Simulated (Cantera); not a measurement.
Cantera with NASA thermochemical tables; ideal gases at 1 bar, condensed phases pure. Values are per mole of reaction as written; species without (g) are pure solids or liquids, kept so even where they would boil at 1 bar.

Task: Between 1725 and 2075 K, where is each reaction favourable under standard conditions?
- 3 N2(g) + 8 CrO3(g) → 6 NO2(g) + 4 Cr2O3

Result: 
- 3 N2(g) + 8 CrO3(g) → 6 NO2(g) + 4 Cr2O3: ΔG° is -528 kJ at 1725 K and -266 kJ at 2075 K; it stays negative (K > 1). ΔH° is -1799 kJ and ΔS° -739 J/K at 2075 K.
